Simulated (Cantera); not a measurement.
Standard-state values (1 bar) from the NASA 1993 polynomials, evaluated with Cantera. Values are per mole of reaction as written; species without (g) are pure solids or liquids, kept so even where they would boil at 1 bar. VN: taken at fixed stoichiometry.

2 OH(g) + V2O3 ⇌ H2O(g) + 2 VO2(g)

```tsv
T (K)	ΔH° (kJ)	ΔS° (J/K)	ΔG° (kJ)	log10 K
300	432.9	253.4	356.9	-62.14
998	401.0	198.4	203.0	-10.63
1048	398.7	196.1	193.2	-9.63
1098	396.3	193.8	183.4	-8.73
1148	393.8	191.7	173.8	-7.91
1198	?	?	?	?
1248	388.8	187.5	154.8	-6.48
1298	?	?	?	?
1348	383.5	183.4	136.3	-5.28
```

Question: Complete the blanks.

Answer: 
- 1198, ΔH° (kJ): 391.3
- 1198, ΔS° (J/K): 189.5
- 1198, ΔG° (kJ): 164.2
- 1198, log10 K: -7.16
- 1298, ΔH° (kJ): 386.2
- 1298, ΔS° (J/K): 185.4
- 1298, ΔG° (kJ): 145.5
- 1298, log10 K: -5.86
